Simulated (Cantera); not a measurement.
## Transport properties of process gases

Gas mixture: 100 % C2H6, at 0.000120 bar, frozen composition.

Cantera's kinetic-theory transport with the Lennard-Jones parameters of GRI-Mech 3.0, ideal gas; thermal conductivity in the mixture-averaged form. The composition is frozen, though it would react at the higher temperatures.

| T (K) | ρ (kg/m³) | cp (J/kg/K) | μ (µPa s) | λ (mW/m/K) | Pr | D (cm²/s) O | D (cm²/s) OH | D (cm²/s) H |
|---|---|---|---|---|---|---|---|---|
| 400 | 0.000108 | 2167 | 12.3 | 35.6 | 0.750 | 3230 | 3170 | 11900 |
| 650 | 6.68e-5 | 3147 | 18.6 | 77.9 | 0.752 | 7540 | 7390 | 28400 |
| 900 | 4.82e-5 | 3837 | 23.8 | 122 | 0.748 | 13100 | 12900 | 49800 |
| 1150 | 3.77e-5 | 4365 | 28.4 | 165 | 0.751 | 19800 | 19400 | 75600 |
| 1400 | 3.10e-5 | 4736 | 32.6 | 206 | 0.749 | 27500 | 27000 | 105000 |
| 1650 | 2.63e-5 | 5004 | 36.4 | 244 | 0.747 | 36200 | 35500 | 139000 |
| 1900 | 2.28e-5 | 5196 | 40.0 | 279 | 0.745 | 45700 | 44800 | 176000 |
| 2150 | 2.02e-5 | 5336 | 43.4 | 312 | 0.742 | 56100 | 55000 | 216000 |
| 2400 | 1.81e-5 | 5440 | 46.6 | 342 | 0.741 | 67400 | 66000 | 259000 |
D: mixture-averaged diffusion coefficient of that species in the mixture.
